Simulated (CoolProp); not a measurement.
Octamethylcyclotetrasiloxane (D4) at several states: fugacity coefficient from the reference equation and from simpler models built on Tc = 586.5 K, pc = 1.347 MPa, ω = 0.598; each cubic takes its own stable root.

Values from CoolProp's reference Helmholtz-energy equation of state, Thol 2015.

```json
[
 {"T (K)": "327.8", "p (MPa)": "0.225", "phase": "liquid", "reference": "0.004314"},
 {"T (K)": "302.7", "p (MPa)": "6.05", "phase": "liquid", "reference": "6.556e-5"},
 {"T (K)": "567.8", "p (MPa)": "0.065", "phase": "gas", "reference": "0.9809"},
 {"T (K)": "594.9", "p (MPa)": "3.1", "phase": "supercritical", "reference": "0.3766"}
]
```

Question: How far does each simpler model (van der Waals, Redlich-Kwong, Soave-Redlich-Kwong, Peng-Robinson) lie from the reference over these 4 states: mean and median of the absolute difference, and the worst?

Answer: 
- van der Waals: mean 11985.3 %, median 3771.8 %, worst +40397.3 % at 302.7 K and 6.05 MPa
- Redlich-Kwong: mean 991.0 %, median 608.9 %, worst +2746.2 % at 302.7 K and 6.05 MPa
- Soave-Redlich-Kwong: mean 9.5 %, median 6.6 %, worst +24.6 % at 302.7 K and 6.05 MPa
- Peng-Robinson: mean 13.1 %, median 9.5 %, worst +33.2 % at 302.7 K and 6.05 MPa
